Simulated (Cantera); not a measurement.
An adiabatic, constant-pressure homogeneous reactor starts with 9.90 % CH4, 1.39 % H2, 18.6 % O2, 70.1 % N2, at 1625 K and 0.760 atm.

Model: GRI-Mech 3.0 (53 species, 325 reactions), integrated in Cantera.

Problem. Predict: time of steepest temperature rise; temperature at 0.800 s; equilibrium temperature; x(H2) at 0.800 s; x(O2) at 0.800 s; x(H) at 0.800 s; x(NO) at 0.800 s; x(HCO) at 0.800 s.

Solution. 
```
Item                                                                 Value
---------------------------------  ---------------------------------------
time of steepest temperature rise                                 0.322 ms
temperature at 0.800 s                                              2777 K
equilibrium temperature                                             2777 K
x(H2) at 0.800 s                     0.0293 (gas-phase equilibrium 0.0293)
x(O2) at 0.800 s                     0.0142 (gas-phase equilibrium 0.0142)
x(H) at 0.800 s                      0.0148 (gas-phase equilibrium 0.0148)
x(NO) at 0.800 s                   0.00851 (gas-phase equilibrium 0.00851)
x(HCO) at 0.800 s                  5.97e-8 (gas-phase equilibrium 5.97e-8)
```
